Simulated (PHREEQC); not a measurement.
# Copper plating or etch bath: speciation

Consider water at 25 °C with 0.048 mol Cu(NO3)2, 0.0011 mol HNO3 and 0.000198 mol FeCl3 per kg of water. Closed to the air; pH follows from the charge balance.

The numbers come from PHREEQC with the ion-association model, phreeqc.dat.

This is a speciation only: nothing precipitates in the calculation.

### Question
What pH, density, specific conductance does the model give?

### Answer
pH 2.99; density 1.004 g/cm³; specific conductance 9480 µS/cm.

### Question
In which forms is Cl present?

### Answer
Cl- 96 %, CuCl+ 4.4 % of the Cl.

Saturation is exceeded, for instance for Hematite (slow to form), Goethite (slow to form); the values hold only as long as no solid forms.
